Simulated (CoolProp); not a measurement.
Vapour-liquid equilibrium of carbon dioxide (1) + n-butane (2) at 6.16 bar; x and y are mole fractions of (1).

Values from CoolProp's multi-fluid Helmholtz-energy mixture model, Span 1996 and Bücker 2006; pair parameters Kunz 2012.

Task: Give the bubble temperature and the first vapour's composition at x = 0.05, 0.35, 0.8. Is there an azeotrope?

Result: x = 0.05: 24.4 °C, y = 0.595; x = 0.35: -41.5 °C, y = 0.977; x = 0.8: -49.0 °C, y = 0.989. No azeotrope shows between x = 0.05 and 0.95.

Pair parameters are fitted to limited data, so mixtures are less certain than the pure fluids. With so large a gap from Raoult's law the liquid may split in two, which this calculation doesn't test in full.
